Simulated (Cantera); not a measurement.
Cantera with NASA thermochemical tables; ideal gases at 1 bar, condensed phases pure. Values are per mole of reaction as written; species without (g) are pure solids or liquids, kept so even where they would boil at 1 bar.

Q: Between 700 and 1700 K, where is each reaction favourable under standard conditions?
- 2 V₂O₅ + 2 NH₃(g) → 2 NO(g) + 2 V₂O₄ + 3 H₂(g)

A: 
- 2 V₂O₅ + 2 NH₃(g) → 2 NO(g) + 2 V₂O₄ + 3 H₂(g): ΔG° is 233 kJ at 700 K and -117 kJ at 1700 K; it changes sign between 1300 and 1400 K. ΔH° is 419 kJ and ΔS° 315 J/K at 1700 K.
